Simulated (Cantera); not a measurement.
Input: 1 mol CH3SiCl3, 0.0081 mol C3H8, 66 mol H2, at 2198.15 K.

These are equilibrium values from Cantera (NASA tables, ideal gas, pure condensed phases), not measurements of a reactor. Candidate condensed phases: C, C6H6, C7H8, C8H18, Si, SiC; 109 gas species. The feed counts by its element totals alone. The tables' values for SiCl are old estimates; treat these amounts as uncertain. Gases not in the tables: Si2H6 and higher silanes. The numbers say what is thermodynamically allowed, not how fast it happens.

**Question.** At 750 Torr, list the 7 most abundant gas species with their mole fractions, and the condensed phases.

**Answer.** H2 0.951, HCl 0.0416, H 0.00544, SiCl2 0.000755, C2H2 (acetylene) 0.000596, Cl 0.000173, CH4 0.000119. Condensed: SiC(s).
